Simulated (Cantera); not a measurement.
**Premixed flame**

A freely propagating, adiabatic, planar premixed flame of H2 : O2 : N2 : H2O = 1 : 0.909 : 3.42 : 0.39 (molar parts), unburnt at 573 K and 2780 Torr; mixture-averaged transport, grid criteria slope 0.08 and curve 0.16, no radiation.

Model: the H2/O2 subset of GRI-Mech 3.0, which has no nitrogen chemistry, integrated in Cantera. The hydrogen kinetics of GRI-Mech 3.0 are dated; newer H2 mechanisms differ, most at raised pressure. Burning velocities carry a grid error of a few per cent, more on coarse grids. Lean hydrogen flames are cellular in practice and burn faster than this planar one.

| z (mm) | T (K) | u (m/s) | x H2 | x O2 | x OH | x H2O | x HO2 | x H |
|---|---|---|---|---|---|---|---|---|
| -0.340 | 574 | 1.08 | 0.171 | 0.160 | <1e-8 | 0.0686 | 2.44e-7 | <1e-8 |
| -0.227 | 577 | 1.08 | 0.162 | 0.161 | <1e-8 | 0.0698 | 2.10e-6 | <1e-8 |
| -0.170 | 584 | 1.08 | 0.152 | 0.163 | <1e-8 | 0.0716 | 7.80e-6 | <1e-8 |
| -0.113 | 619 | 1.12 | 0.130 | 0.165 | <1e-8 | 0.0783 | 4.95e-5 | <1e-8 |
| -0.0567 | 816 | 1.43 | 0.0872 | 0.159 | 1.66e-5 | 0.110 | 0.000466 | 1.29e-5 |
| -0.0283 | 1081 | 1.87 | 0.0576 | 0.142 | 0.000331 | 0.151 | 0.000554 | 0.000348 |
| 0 | 1369 | 2.36 | 0.0301 | 0.117 | 0.00162 | 0.197 | 0.000319 | 0.00147 |
| 0.0283 | 1559 | 2.69 | 0.0133 | 0.0974 | 0.00360 | 0.228 | 0.000176 | 0.00190 |
| 0.0567 | 1661 | 2.86 | 0.00627 | 0.0888 | 0.00463 | 0.242 | 0.000107 | 0.00138 |
| 0.113 | 1745 | 3.01 | 0.00218 | 0.0844 | 0.00423 | 0.251 | 4.72e-5 | 0.000487 |
| 0.227 | 1786 | 3.07 | 0.000605 | 0.0836 | 0.00260 | 0.256 | 1.46e-5 | 7.97e-5 |
| 0.453 | 1799 | 3.09 | 0.000141 | 0.0837 | 0.00137 | 0.257 | 3.97e-6 | 9.88e-6 |
| 0.906 | 1803 | 3.10 | 4.59e-5 | 0.0839 | 0.000840 | 0.258 | 1.76e-6 | 2.14e-6 |
x: mole fraction of selected species; z is measured from the peak of heat release.

| Property | Value |
|---|---|
| laminar burning velocity | 108 cm/s |
| thermal thickness | 0.113 mm |
| peak x(OH) | 0.00472 |
| peak x(HO2) | 0.000602 |
| peak x(H) | 0.00192 |
| grid points | 104 |
